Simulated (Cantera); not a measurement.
**Premixed flame**

A freely propagating, adiabatic, planar premixed flame of H₂ : O₂ : N₂ = 1 : 0.581 : 2.19 (molar parts), equivalence ratio 0.86, unburnt at 575 K and 1350 Torr; mixture-averaged transport, grid criteria slope 0.08 and curve 0.16, no radiation.

Model: the H2/O2 subset of GRI-Mech 3.0, which has no nitrogen chemistry, integrated in Cantera. Burning velocities carry a grid error of a few per cent, more on coarse grids.

| z (mm) | T (K) | u (m/s) | x H₂ | x O₂ | x O | x H₂O₂ | x H | x OH |
|---|---|---|---|---|---|---|---|---|
| -0.633 | 575 | 6.02 | 0.265 | 0.154 | <1e-8 | <1e-8 | <1e-8 | <1e-8 |
| -0.422 | 575 | 6.02 | 0.265 | 0.154 | <1e-8 | <1e-8 | <1e-8 | <1e-8 |
| -0.317 | 575 | 6.02 | 0.265 | 0.154 | <1e-8 | <1e-8 | <1e-8 | <1e-8 |
| -0.211 | 575 | 6.02 | 0.265 | 0.154 | <1e-8 | <1e-8 | <1e-8 | <1e-8 |
| -0.106 | 593 | 6.16 | 0.257 | 0.155 | 5.93e-6 | 6.12e-6 | 5.61e-5 | 3.18e-5 |
| -0.0528 | 820 | 8.26 | 0.219 | 0.151 | 0.000313 | 3.48e-5 | 0.00355 | 0.000929 |
| 0 | 1266 | 12.3 | 0.130 | 0.114 | 0.00466 | 1.17e-5 | 0.0229 | 0.00377 |
| 0.0528 | 1590 | 15.3 | 0.0565 | 0.0635 | 0.0110 | 4.32e-6 | 0.0368 | 0.0104 |
| 0.106 | 1756 | 16.8 | 0.0361 | 0.0453 | 0.0125 | 2.41e-6 | 0.0342 | 0.0145 |
| 0.211 | 1927 | 18.2 | 0.0299 | 0.0382 | 0.0107 | 1.27e-6 | 0.0245 | 0.0171 |
| 0.422 | 2088 | 19.6 | 0.0250 | 0.0342 | 0.00777 | 7.58e-7 | 0.0150 | 0.0178 |
| 0.845 | 2227 | 20.6 | 0.0187 | 0.0307 | 0.00501 | 5.22e-7 | 0.00804 | 0.0166 |
| 1.69 | 2333 | 21.5 | 0.0124 | 0.0281 | 0.00293 | 4.07e-7 | 0.00374 | 0.0142 |
x: mole fraction of selected species; z is measured from the peak of heat release.

- laminar burning velocity = 602 cm/s
- thermal thickness = 0.211 mm
- peak x(O) = 0.0125
- peak x(H₂O₂) = 3.48e-5
- peak x(H) = 0.0371
- peak x(OH) = 0.0178
